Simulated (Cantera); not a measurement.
Feed: 1 mol SiCl₄, 0.49 mol NH₃, 32 mol N₂, held at 1330 Pa.

Equilibrium computed with Cantera from the NASA thermochemical tables; the gas is ideal and each condensed phase is pure. Candidate condensed phases: NH₄Cl, Si, Si₃N₄; 28 gas species. The tables' values for SiCl₃ are old estimates; treat these amounts as uncertain. The numbers say what is thermodynamically allowed, not how fast it happens.

log p: log10 of the partial pressure in bar; n: condensed amount in mol.

| T (K) | log p N₂ | log p HCl | log p SiCl₄ | log p SiCl₂ | log p SiCl₃ | log p H₂ | n Si₃N₄(s) |
|---|---|---|---|---|---|---|---|
| 1050 | -1.90 | -3.30 | -3.58 | -7.15 | -6.00 | -4.47 | 0.108 |
| 1125 | -1.90 | -3.29 | -3.59 | -6.23 | -5.45 | -4.51 | 0.108 |
| 1200 | -1.90 | -3.29 | -3.60 | ___ | -4.98 | -4.54 | 0.106 |
| 1275 | -1.90 | -3.29 | -3.64 | -4.72 | -4.59 | -4.56 | 0.0970 |
| 1350 | -1.90 | -3.29 | -3.73 | -4.14 | -4.29 | -4.55 | 0.0681 |
| 1425 | -1.91 | -3.30 | -3.98 | -3.70 | -4.14 | -4.49 | 0.00555 |
| 1500 | -1.91 | -3.27 | ___ | -3.64 | -4.12 | ___ | 0 |
| 1575 | -1.91 | -3.26 | -4.18 | -3.62 | -4.11 | -5.15 | 0 |

Fill in the missing entries.


- 1500, log p SiCl₄: -4.10
- 1500, log p H₂: -4.79
- 1200, log p SiCl₂: -5.42
